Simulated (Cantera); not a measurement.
A closed system holds: 1 mol SiCl4, 1.2 mol Cl2, 0.61 mol H2, equilibrated at 1073.15 K and 2.00 bar.

Equilibrium computed with Cantera from the NASA thermochemical tables; the gas is ideal and each condensed phase is pure. Candidate condensed phases: Si; 19 gas species. The numbers say what is thermodynamically allowed, not how fast it happens.

Base state: HCl 0.434, SiCl4 0.356, Cl2 0.210, Cl 0.000349 (mole fractions); condensed: gas only.

Question: What changes in the equilibrium state with this change: pressure from 2.00 bar to 0.100 bar?

Answer: 
| species | before | after |
|---|---|---|
| HCl | 0.434 | 0.434 |
| SiCl4 | 0.356 | 0.356 |
| Cl2 | 0.210 | 0.209 |
| Cl | 0.000349 | 0.00156 |
